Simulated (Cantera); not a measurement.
A Cantera script and its output.

```python
import numpy as np
import cantera as ct

gas = ct.Solution("gri30.yaml", transport_model="multicomponent")
show = ['CO2', 'H', 'H2']

rows = []
print(f"{'T/K':>7s}{'rho':>11s}{'cp':>10s}{'mu':>11s}{'lambda':>11s}{'Pr':>7s}" + "".join(f"{'D_' + s:>11s}" for s in show))
for T in [400, 500, 600, 700, 800, 900]:
    gas.TPX = T, 390000, {'C3H8': 0.55}
    Pr = gas.cp_mass * gas.viscosity / gas.thermal_conductivity
    D = [gas.mix_diff_coeffs_mole[gas.species_index(s)] for s in show]
    rows.append([gas.density, gas.cp_mass, gas.viscosity, gas.thermal_conductivity, Pr, *D])
    print(f"{T:7g}{gas.density:11.4e}{gas.cp_mass:10.1f}{gas.viscosity:11.4e}"
          f"{gas.thermal_conductivity:11.4e}{Pr:7.3f}" + "".join(f"{d:11.4e}" for d in D))
print("SI units: kg/m3, J/kg/K, Pa s, W/m/K, m2/s")
```

Output:

```
    T/K        rho        cp         mu     lambda     Pr      D_CO2        D_H       D_H2
    400 5.1711e+00    2133.9 1.0870e-05 3.0588e-02  0.758 3.6588e-06 2.9453e-05 2.0119e-05
    500 4.1368e+00    2549.2 1.3269e-05 4.4570e-02  0.759 5.5559e-06 4.4185e-05 2.9515e-05
    600 3.4474e+00    2917.3 1.5474e-05 5.9479e-02  0.759 7.7551e-06 6.1131e-05 4.0232e-05
    700 2.9549e+00    3237.2 1.7519e-05 7.4764e-02  0.759 1.0232e-05 8.0120e-05 5.2182e-05
    800 2.5855e+00    3511.9 1.9434e-05 9.0051e-02  0.758 1.2966e-05 1.0102e-04 6.5298e-05
    900 2.2982e+00    3748.9 2.1240e-05 1.0517e-01  0.757 1.5943e-05 1.2373e-04 7.9525e-05
SI units: kg/m3, J/kg/K, Pa s, W/m/K, m2/s
```

Computed with Cantera and GRI-Mech 3.0 (53 species, 325 reactions).
